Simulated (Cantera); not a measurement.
Input: 1 mol CH₃Cl, 0.36 mol H₂, 0.12 mol F₂, at 13.3 mbar.

Equilibrium computed with Cantera from the NASA thermochemical tables; the gas is ideal and each condensed phase is pure. Candidate condensed phases: C, C₆H₆, C₇H₈, C₈H₁₈; 118 gas species. The numbers say what is thermodynamically allowed, not how fast it happens. All values below are at 2925 K.

Base state: H 0.459, H₂ 0.180, Cl 0.171, HCl 0.0985, HF 0.0638, C₃ 0.0103, C₂H₂ (acetylene) 0.00898, C₂H 0.00351 (mole fractions); condensed: C(graphite).

### Question
What changes in the equilibrium state with this change: pressure from 13.3 mbar to 1.33 mbar?

### Answer
```
species              before    after
-----------------  --------  -------
H                     0.459    0.630
Cl                    0.171    0.190
C₃                   0.0103   0.0549
H₂                    0.180   0.0340
HCl                  0.0985   0.0150
C                   0.00183   0.0148
HF                   0.0638   0.0445
C₄H₂               0.000186  1.52e-5
C₂HCl              0.000101  1.01e-5
C₂H₂ (acetylene)    0.00898  0.00111
C₂H₂ (vinylidene)   2.37e-5  2.94e-6
C(graphite), mol      0.771        0
```
